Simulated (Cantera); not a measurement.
An isothermal, constant-pressure homogeneous reactor starts with CH4 : N2 = 1 : 4.1 (molar parts), at 1350 K and 0.133 bar.

Detailed kinetics in Cantera: GRI-Mech 3.0 (53 species, 325 reactions). GRI-Mech 3.0 stops at C3 and has no aromatics, soot or wall deposition, so with more carbon than oxygen in the feed, carbon stays in small species such as C2H2 where larger ones or solid carbon would form.

**Question.** Predict: x(CH4) at 200 s; x(H2) at 200 s; x(H) at 200 s.

**Answer.** 
```json
{
 "x(CH4) at 200 s": "0.0641 (gas-phase equilibrium 0.0147)",
 "x(H2) at 200 s": "0.164 (gas-phase equilibrium 0.226)",
 "x(H) at 200 s": "1.51e-6 (gas-phase equilibrium 3.12e-6)"
}
```
